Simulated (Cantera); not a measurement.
Charge: 1 mol CH₃OH, 0.12 mol H₂O, 1.6 mol H₂, at 6000 Torr.

Method: chemical equilibrium by Gibbs-energy minimisation in Cantera with the NASA 1993 tables (ideal gas, pure condensed phases). Candidate condensed phases: C, C₆H₆, C₇H₈, C₈H₁₈, H₂O; 131 gas species. Ions and electrons are included (thermal ionisation). Kinetics and transport are ignored.

Task: At 2227 °C, list the 5 most abundant gas species with their mole fractions, and the condensed phases.

Result: H₂ 0.757, CO 0.210, H₂O 0.0242, H 0.00773, CO₂ 0.00108. Condensed: gas only.
